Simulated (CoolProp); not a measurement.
A closed Brayton cycle with nitrogen: compressor inlet 330.15 K and 4 MPa, high pressure 12.1 MPa, turbine inlet 945 K, compressor efficiency 0.85, turbine efficiency 0.85, recuperator effectiveness 0.8 (on enthalpy, no pinch check). Each further row changes one setting.

Computed with CoolProp (reference Helmholtz-energy equation of state, Span 2000).

```tsv
case	thermal efficiency (%)	net work (kJ/kg)	compressor to turbine work	compressor exit (K)	turbine exit (K)
as stated	27.4	81.4	0.65	475.9	742.7
turbine inlet 895 K	25.0	(withheld)	0.69	475.9	701.7
compressor inlet 340.15 K	26.1	76.5	0.68	490.0	742.7
high pressure 10.3 MPa	27.7	76.8	(withheld)	(withheld)	769.1
recuperator effectiveness 0.5	21.2	81.4	0.65	475.9	742.7
```

### Question
What belongs in the gaps?

### Answer

- turbine inlet 895 K, net work (kJ/kg): 68.8
- high pressure 10.3 MPa, compressor to turbine work: 0.63
- high pressure 10.3 MPa, compressor exit (K): 451.7
